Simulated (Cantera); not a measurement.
Cantera run:

```python
import numpy as np
import cantera as ct

gas_names = """
    C CH CH2 CH3 CH4 CN C2 C2H C2H2,acetylene C2H2,vinylidene C2H3,vinyl CH3CN C2H4 C2H5 C2H6 CCN CNC
    C2N2 C3 C3H3,propargyl C3H4,allene C3H4,propyne C3H4,cyclo- C3H5,allyl C3H6,propylene C3H6,cyclo-
    C3H7,n-propyl C3H7,i-propyl C3H8 C4 C4H2 C4H4,1,3-cyclo- C4H6,butadiene C4H6,2-butyne C4H6,cyclo-
    C4H8,1-butene C4H8,cis2-buten C4H8,tr2-butene C4H8,isobutene C4H8,cyclo- C4H9,n-butyl C4H9,i-butyl
    C4H9,s-butyl C4H9,t-butyl C4H10,isobutane C4H10,n-butane C4N2 C5 C5H6,1,3cyclo- C5H8,cyclo-
    C5H10,1-pentene C5H10,cyclo- C5H11,pentyl C5H11,t-pentyl C5H12,n-pentane C5H12,i-pentane
    CH3C(CH3)2CH3 C6H2 C6H5,phenyl C6H6 C6H10,cyclo- C6H12,1-hexene C6H12,cyclo- C6H13,n-hexyl
    C7H7,benzyl C7H8 C7H14,1-heptene C7H15,n-heptyl C7H16,n-heptane C8H8,styrene C8H10,ethylbenz
    C8H16,1-octene C8H17,n-octyl C8H18,isooctane C8H18,n-octane C9H19,n-nonyl C10H8,naphthale
    C10H21,n-decyl C12H9,o-bipheny C12H10,bipheny H HCN HCCN HNC H2 N NH NH2 NH3 N2 N2H2 N2H4
""".split()
cond_names = """
    C(gr) C6H6(L) C7H8(L) C8H18(L),n-octa
""".split()


def load(file, names, dense=False):
    # The tables refer to 1 bar. Condensed volumes are neglected.
    table = {s.name: s for s in ct.Species.list_from_file(file)}
    out = []
    for n in names:
        d = dict(table[n].input_data)
        d["thermo"] = dict(d["thermo"], **{"reference-pressure": 1e5})
        if dense:
            d["equation-of-state"] = {"model": "constant-volume", "density": "1e6 g/cm^3"}
        out.append(ct.Species.from_dict(d))
    return out


gas = ct.Solution(thermo="ideal-gas", species=load("nasa_gas.yaml", gas_names))
cond = {s.name: ct.Solution(thermo="fixed-stoichiometry", species=[s], name=s.name)
        for s in load("nasa_condensed.yaml", cond_names, dense=True)}
atoms = {
    'n-butane': {'C': 4, 'H': 10},
    'NH3': {'N': 1, 'H': 3},
    'H2': {'H': 2},
}
top_T = {'C(gr)': 4500}  # K; cautious upper limits of use, not melting points


def equilibrate(T, P, feed):
    n = {}
    for name, mol in feed.items():
        for a, k in atoms[name].items():
            n[a] = n.get(a, 0.0) + k * mol
    gas.TPX = T, P, n
    mass = sum(n.values()) * gas.mean_molecular_weight
    gas.equilibrate("TP")
    valid = [c for c in cond.values() if c.min_temp <= T <= top_T.get(c.name, c.max_temp)]
    mix = ct.Mixture([(gas, mass / gas.mean_molecular_weight)] + [(c, 0.0) for c in valid])
    mix.T, mix.P = T, P
    mix.equilibrate("TP", solver="vcs", rtol=1e-11, max_steps=5000)
    return mix


results = []
feed = {'n-butane': 1, 'NH3': 0.025, 'H2': 21}  # mol
T = 2123.15  # K
P = 1000  # Pa
mix = equilibrate(T, P, feed)
results.append((T, P, feed, dict(zip(mix.species_names, mix.species_moles))))
print(gas.report(threshold=1e-05))
for i in range(1, mix.n_phases):
    print(f"{mix.phase(i).name:16s} {mix.phase_moles(i):12.5e} mol")
```

Output:

```
       temperature   2123.2 K
          pressure   1000 Pa
           density   0.00011534 kg/m^3
  mean mol. weight   2.0361 kg/kmol
   phase of matter   gas

                          1 kg             1 kmol
                     ---------------   ---------------
          enthalpy        3.1812e+07        6.4771e+07  J
   internal energy        2.3141e+07        4.7118e+07  J
           entropy         1.126e+05        2.2927e+05  J/K
    Gibbs function       -2.0726e+08         -4.22e+08  J
 heat capacity c_p             16797             34200  J/K
 heat capacity c_v             12713             25885  J/K

                      mass frac. Y      mole frac. X     chem. pot. / RT
                     ---------------   ---------------   ---------------
    C2H2,acetylene          0.020403         0.0015955           -30.105
                 H          0.017441          0.035229           -12.158
               HCN         0.0049824        0.00037536           -35.035
               HNC        0.00034941        2.6324e-05           -35.035
                H2           0.95301            0.9625           -24.316
                N2         0.0037195        0.00027034           -39.965
     [  +86 minor]        9.6598e-05        8.6651e-06

C(gr)             3.90436e+00 mol
```

These are equilibrium values from Cantera (NASA tables, ideal gas, pure condensed phases), not measurements of a reactor.
